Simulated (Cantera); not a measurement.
Mixture: CH4 : O2 : N2 = 1 : 1.54 : 5.78 (molar parts), equivalence ratio 1.3, at 2330 Torr, adiabatic and at constant volume. Ignition delay is the time to a rise of 400 K.

Computed with Cantera and GRI-Mech 3.0 (53 species, 325 reactions).

Question: What does this change do: 0.0098 parts H2 added?

Answer: 
| quantity | before | after |
|---|---|---|
| delay at 1250 K | 9.13 ms | 8.24 ms |
| delay at 1300 K | 4.87 ms | 4.47 ms |
| delay at 1350 K | 2.67 ms | 2.48 ms |
| delay at 1400 K | 1.50 ms | 1.41 ms |
| delay at 1450 K | 0.867 ms | 0.820 ms |
| delay at 1500 K | 0.513 ms | 0.488 ms |
| apparent activation energy between 1400 and 1500 K | 190 kJ/mol | 190 kJ/mol |

Question: What does this change do: 0.4 parts H2 added?

Answer: 
```
quantity                                                before       after
--------------------------------------------------  ----------  ----------
delay at 1250 K                                        9.13 ms    0.886 ms
delay at 1300 K                                        4.87 ms    0.594 ms
delay at 1350 K                                        2.67 ms    0.402 ms
delay at 1400 K                                        1.50 ms    0.274 ms
delay at 1450 K                                       0.867 ms    0.189 ms
delay at 1500 K                                       0.513 ms    0.132 ms
apparent activation energy between 1400 and 1500 K  190 kJ/mol  130 kJ/mol
```
